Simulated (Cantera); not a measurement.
Cantera with NASA thermochemical tables; ideal gases at 1 bar, condensed phases pure. Values are per mole of reaction as written; species without (g) are pure solids or liquids, kept so even where they would boil at 1 bar.

6 H₂O₂(g) + 6 V + 2 N₂(g) → 3 V₂O₄ + 4 NH₃(g)

| T (K) | ΔH° (kJ) | ΔS° (J/K) | ΔG° (kJ) | log10 K |
|---|---|---|---|---|
| 300 | -3647.4 | -882.2 | -3382.8 | 588.98 |
| 525 | … | … | … | … |
| 600 | … | … | … | … |
| 675 | -3594.3 | -749.1 | -3088.7 | 239.01 |
| 750 | … | … | … | … |
| 825 | -3581.6 | -732.1 | -2977.7 | 188.53 |
| 900 | … | … | … | … |
| 975 | -3568.9 | -717.9 | -2868.9 | 153.70 |
| 1050 | -3562.4 | -711.5 | -2815.3 | 140.05 |

Task: Complete the blanks.

Result: 
- 525, ΔH° (kJ): -3606.6
- 525, ΔS° (J/K): -769.5
- 525, ΔG° (kJ): -3202.6
- 525, log10 K: 318.63
- 600, ΔH° (kJ): -3600.6
- 600, ΔS° (J/K): -758.9
- 600, ΔG° (kJ): -3145.2
- 600, log10 K: 273.81
- 750, ΔH° (kJ): -3588.0
- 750, ΔS° (J/K): -740.2
- 750, ΔG° (kJ): -3032.9
- 750, log10 K: 211.22
- 900, ΔH° (kJ): -3575.3
- 900, ΔS° (J/K): -724.7
- 900, ΔG° (kJ): -2923.0
- 900, log10 K: 169.65
